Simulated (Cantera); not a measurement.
Input: 1 mol SiH4, 0.72 mol C2H2, 4.4 mol H2, held at 240 Pa.

Equilibrium computed with Cantera from the NASA thermochemical tables; the gas is ideal and each condensed phase is pure. Candidate condensed phases: C, C6H6, C7H8, C8H18, Si, SiC; 87 gas species. Gases not in the tables: Si2H6 and higher silanes. Equilibrium is a limit: real reactors are often held back by kinetics, nucleation or transport. All values below are at 2077 °C.

Base state: H2 0.682, H 0.210, Si 0.0828, SiC2 0.0135, Si2C 0.00657, C2H2 (acetylene) 0.00376, SiH 0.00113, Si2 0.000241 (mole fractions); condensed: C(graphite).

Q: What changes in the equilibrium state with this change: C2H2 from 0.72 to 0.025 mol?

A: 
```json
[
 {"species": "H2", "before": "0.682", "after": "0.673"},
 {"species": "H", "before": "0.210", "after": "0.209"},
 {"species": "Si", "before": "0.0828", "after": "0.111"},
 {"species": "SiC2", "before": "0.0135", "after": "0.00123"},
 {"species": "C3", "before": "1.72e-5", "after": "3.01e-7"},
 {"species": "C2H2 (acetylene)", "before": "0.00376", "after": "0.000251"},
 {"species": "C2H", "before": "5.93e-5", "after": "3.97e-6"},
 {"species": "SiC", "before": "1.68e-5", "after": "5.87e-6"},
 {"species": "C(graphite), mol", "before": "1.07", "after": "0"}
]
```
